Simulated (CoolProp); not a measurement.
Vapour-liquid equilibrium of CHF3 (R23) (1) + R22 (2) at -57.15 °C; x and y are mole fractions of (1).

Computed with CoolProp (multi-fluid Helmholtz-energy mixture model, Penoncello 2003 and Kamei 1995; pair parameters Bell 2016).

### Question
Give the bubble pressure and the first vapour's composition at x = 0.55, 0.65, 0.85. Is there an azeotrope?

### Answer
x = 0.55: 230.6 kPa, y = 0.896; x = 0.65: 257.6 kPa, y = 0.923; x = 0.85: 310.9 kPa, y = 0.968. No azeotrope shows between x = 0.05 and 0.95.

The pair parameters rest on a limited set of measurements; away from them the model extrapolates.
